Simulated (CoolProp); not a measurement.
Vapour-liquid equilibrium of p-xylene (1) + n-undecane (2) at 156.55 °C; x and y are mole fractions of (1).

Values from CoolProp's multi-fluid Helmholtz-energy mixture model, Zhou 2012 and Aleksandrov 2011; pair parameters Bell 2016.

```tsv
x	bubble pressure (MPa)	y at the bubble point	dew pressure at overall composition x (MPa)	liquid density (mol/L)
0.05	0.04041	0.180	0.03611	4.145
0.15	0.05206	0.425	0.03933	4.339
0.25	0.06400	0.584	0.04318	4.550
0.35	0.07621	0.695	0.04785	4.778
0.45	0.08868	0.777	0.05364	5.027
0.55	0.1014	0.839	0.06103	5.300
0.65	0.1144	0.889	0.07076	5.598
0.75	0.1275	0.929	0.08419	5.928
0.85	0.1409	0.961	0.1039	6.292
0.95	0.1543	0.988	0.1359	6.698
```

No azeotrope shows between x = 0.05 and 0.95.

The pair parameters rest on a limited set of measurements; away from them the model extrapolates.
